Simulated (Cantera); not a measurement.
Input: 1 mol CCl4, 0.021 mol F2, 2.4 mol H2, at 0.100 bar.

Equilibrium computed with Cantera from the NASA thermochemical tables; the gas is ideal and each condensed phase is pure. Candidate condensed phases: C, C6H6, C7H8, C8H18; 118 gas species. The tables' values for CCl are old estimates; treat these amounts as uncertain. Rates play no part.

log p: log10 of the partial pressure in bar; n: condensed amount in mol.

```json
[
 {"T (K)": "898", "log p HCl": "-1.04", "log p Cl": "-9.98", "log p H": "-11.00", "log p H2": "-2.07", "log p C3": "<-13", "log p C": "<-13", "log p HF": "-3.02", "n C(graphite)": "0.999"},
 {"T (K)": "1098", "log p HCl": "-1.04", "log p Cl": "-7.66", "log p H": "-8.64", "log p H2": "-2.07", "log p C3": "<-13", "log p C": "<-13", "log p HF": "-3.02", "n C(graphite)": "1.000"},
 {"T (K)": "1298", "log p HCl": "-1.04", "log p Cl": "-6.05", "log p H": "-7.00", "log p H2": "-2.07", "log p C3": "<-13", "log p C": "<-13", "log p HF": "-3.02", "n C(graphite)": "1.000"},
 {"T (K)": "1498", "log p HCl": "-1.04", "log p Cl": "-4.87", "log p H": "-5.80", "log p H2": "-2.07", "log p C3": "<-13", "log p C": "<-13", "log p HF": "-3.02", "n C(graphite)": "1.000"},
 {"T (K)": "1698", "log p HCl": "-1.04", "log p Cl": "-3.96", "log p H": "-4.87", "log p H2": "-2.06", "log p C3": "<-13", "log p C": "<-13", "log p HF": "-3.02", "n C(graphite)": "1.000"},
 {"T (K)": "1898", "log p HCl": "-1.05", "log p Cl": "-3.25", "log p H": "-4.14", "log p H2": "-2.06", "log p C3": "-11.71", "log p C": "-11.52", "log p HF": "-3.02", "n C(graphite)": "1.000"},
 {"T (K)": "2098", "log p HCl": "-1.06", "log p Cl": "-2.69", "log p H": "-3.53", "log p H2": "-2.03", "log p C3": "-9.56", "log p C": "-9.64", "log p HF": "-3.03", "n C(graphite)": "0.999"},
 {"T (K)": "2298", "log p HCl": "-1.09", "log p Cl": "[?]", "log p H": "[?]", "log p H2": "-1.98", "log p C3": "[?]", "log p C": "[?]", "log p HF": "-3.04", "n C(graphite)": "0.996"},
 {"T (K)": "2498", "log p HCl": "-1.14", "log p Cl": "-1.94", "log p H": "-2.56", "log p H2": "-1.91", "log p C3": "-6.32", "log p C": "-6.79", "log p HF": "-3.05", "n C(graphite)": "0.986"},
 {"T (K)": "2698", "log p HCl": "-1.23", "log p Cl": "-1.71", "log p H": "-2.18", "log p H2": "-1.86", "log p C3": "-5.07", "log p C": "-5.68", "log p HF": "-3.08", "n C(graphite)": "0.961"},
 {"T (K)": "2898", "log p HCl": "-1.37", "log p Cl": "-1.54", "log p H": "-1.87", "log p H2": "-1.86", "log p C3": "-4.00", "log p C": "-4.73", "log p HF": "-3.13", "n C(graphite)": "0.892"},
 {"T (K)": "3098", "log p HCl": "-1.57", "log p Cl": "-1.44", "log p H": "-1.65", "log p H2": "-1.94", "log p C3": "-3.07", "log p C": "-3.90", "log p HF": "-3.19", "n C(graphite)": "0.627"},
 {"T (K)": "3298", "log p HCl": "[?]", "log p Cl": "-1.40", "log p H": "[?]", "log p H2": "[?]", "log p C3": "-2.54", "log p C": "[?]", "log p HF": "[?]", "n C(graphite)": "0"},
 {"T (K)": "3498", "log p HCl": "-2.13", "log p Cl": "-1.38", "log p H": "-1.39", "log p H2": "-2.32", "log p C3": "-2.58", "log p C": "-2.88", "log p HF": "-3.34", "n C(graphite)": "0"}
]
```

**Question.** What belongs in the gaps?

**Answer.** 
- 2298, log p Cl: -2.26
- 2298, log p H: -3.01
- 2298, log p C3: -7.79
- 2298, log p C: -8.09
- 3298, log p HCl: -1.84
- 3298, log p H: -1.49
- 3298, log p H2: -2.11
- 3298, log p C: -3.27
- 3298, log p HF: -3.27
